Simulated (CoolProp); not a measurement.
CH2F2 (R32) along the isobar 1430 kPa: density (kg/m³) from the reference equation and from simpler models built on Tc = 351.3 K, pc = 5783 kPa, ω = 0.277; each cubic takes its own stable root.

The numbers come from the reference Helmholtz-energy equation of state, Tillner-Roth 1997 in CoolProp.

```json
[
 {"T (K)": "237.7", "phase": "liquid", "reference": "1170"},
 {"T (K)": "249.3", "phase": "liquid", "reference": "1135"},
 {"T (K)": "261", "phase": "liquid", "reference": "1098"},
 {"T (K)": "272.6", "phase": "liquid", "reference": "1060"},
 {"T (K)": "284.3", "phase": "liquid", "reference": "1017"},
 {"T (K)": "295.9", "phase": "gas", "reference": "38.31"},
 {"T (K)": "307.6", "phase": "gas", "reference": "35.28"},
 {"T (K)": "319.2", "phase": "gas", "reference": "32.96"},
 {"T (K)": "330.9", "phase": "gas", "reference": "31.03"},
 {"T (K)": "342.5", "phase": "gas", "reference": "29.42"},
 {"T (K)": "354.2", "phase": "gas", "reference": "28.01"},
 {"T (K)": "365.8", "phase": "gas", "reference": "26.78"},
 {"T (K)": "377.4", "phase": "gas", "reference": "25.68"},
 {"T (K)": "389.1", "phase": "gas", "reference": "24.68"},
 {"T (K)": "400.7", "phase": "gas", "reference": "23.78"}
]
```

Q: How far does each simpler model (Redlich-Kwong, Soave-Redlich-Kwong) lie from the reference over these 15 states: mean and median of the absolute difference, and the worst?

A: 
- Redlich-Kwong: mean 14.7 %, median 3.2 %, worst -96.2 % at 284.3 K and 1430 kPa
- Soave-Redlich-Kwong: mean 8.8 %, median 2.5 %, worst -23.2 % at 284.3 K and 1430 kPa

At some of these states Redlich-Kwong gives the other phase, because its saturation line lies elsewhere.
